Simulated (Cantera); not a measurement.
Feed: 1 mol SiH2Cl2, 0.025 mol HCl, 51 mol N2, 0.005 mol Cl2, held at 552 °C and 500 Pa.

Equilibrium computed with Cantera from the NASA thermochemical tables; the gas is ideal and each condensed phase is pure. Candidate condensed phases: NH4Cl, Si, Si3N4; 28 gas species. N2 is the only nitrogen source here; it is nearly inert below about 1500 K, so the nitride shown seldom forms there in practice. Equilibrium is a limit: real reactors are often held back by kinetics, nucleation or transport.

Base state: N2 0.964, HCl 0.0280, H2 0.00535, SiCl4 0.00272 (mole fractions); condensed: Si3N4(s).

### Question
What changes in the equilibrium state with this change: temperature from 552 °C to 1075 °C?

### Answer
```json
[
 {"species": "N2", "before": "0.964", "after": "0.962"},
 {"species": "HCl", "before": "0.0280", "after": "0.0293"},
 {"species": "H2", "before": "0.00535", "after": "0.00466"},
 {"species": "SiCl2", "before": "<1e-9", "after": "0.00257"},
 {"species": "SiCl4", "before": "0.00272", "after": "0.000655"},
 {"species": "Cl", "before": "<1e-9", "after": "1.17e-5"},
 {"species": "SiCl3", "before": "1.40e-7", "after": "0.000579"},
 {"species": "Si3N4(s), mol", "before": "0.286", "after": "0.267"}
]
```
The tables' values for SiCl3 are old estimates; treat these amounts as uncertain.

### Question
What changes in the equilibrium state with this change: temperature from 552 °C to 975 °C?

### Answer
| species | before | after |
|---|---|---|
| N2 | 0.964 | 0.963 |
| HCl | 0.0280 | 0.0309 |
| H2 | 0.00535 | 0.00388 |
| SiCl4 | 0.00272 | 0.00147 |
| SiCl2 | <1e-9 | 0.000526 |
| SiCl3 | 1.40e-7 | 0.000328 |
| Si3N4(s), mol | 0.286 | 0.293 |
The tables' values for SiCl3 are old estimates; treat these amounts as uncertain.
